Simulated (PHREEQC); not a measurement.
Dissolve 0.16 mol/kgw HF and 0.13 mol/kgw K2HPO4 at 90 °C. Closed to the air; pH follows from the charge balance.

Equilibrium calculation in PHREEQC: ion-association model, wateq4f.dat.

| quantity | before | after |
|---|---|---|
| pH | 4.32 | 6.22 |
| F- (mol/kgw) | 0.120 | 0.159 |
| HF2- (mol/kgw) | 0.0102 | 0.000202 |
| H3PO4 (mol/kgw) | 0.00112 | 1.51e-5 |

Problem. Name the change that produced these shifts.
A. 0.021 mol/kgw Na2HAsO4 added
B. K2HPO4 replaced by Na3PO4 at the same molality
C. K2HPO4 from 0.13 to 0.65 mol/kgw
D. diluted 5-fold with water
E. K2HPO4 from 0.13 to 0.26 mol/kgw

Solution. E, K2HPO4 from 0.13 to 0.26 mol/kgw

No solid was allowed to form. H3PO4, which wateq4f.dat lacks, is added to it with the constant of phreeqc.dat. Constants without temperature data keep their 25 °C values here.
